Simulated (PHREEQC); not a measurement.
Solution (15 °C): 5.5e-05 mol/kgw CaSO4, 0.016 mol/kgw Na2HPO4 and 0.077 mol/kgw NaCl. Closed to the air; pH follows from the charge balance.

The numbers come from PHREEQC with the ion-association model, wateq4f.dat.

| quantity | before | after |
|---|---|---|
| pH | 9.19 | 7.34 |
| ionic strength (mol/kgw) | 0.123 | 0.121 |
| HPO4-2 (mol/kgw) | 0.0147 | 0.0127 |
| NaHPO4- (mol/kgw) | 0.00110 | 0.000956 |
| PO4-3 (mol/kgw) | 3.02e-5 | 3.65e-7 |
| SI of Halite (NaCl) | -3.87 | -3.87 |

Q: Name the change that produced these shifts.
A) temperature from 15 to 5 °C
B) CaSO4 left out
C) temperature from 15 to 80 °C
D) Na2HPO4 from 0.016 to 0.08 mol/kgw
E) 0.0023 mol/kgw H3PO4 added

A: E, 0.0023 mol/kgw H3PO4 added

This is a speciation only: nothing precipitates in the calculation. Some of these states are supersaturated (in Hydroxyapatite, for instance). H3PO4, which wateq4f.dat lacks, is added to it with the constant of phreeqc.dat.
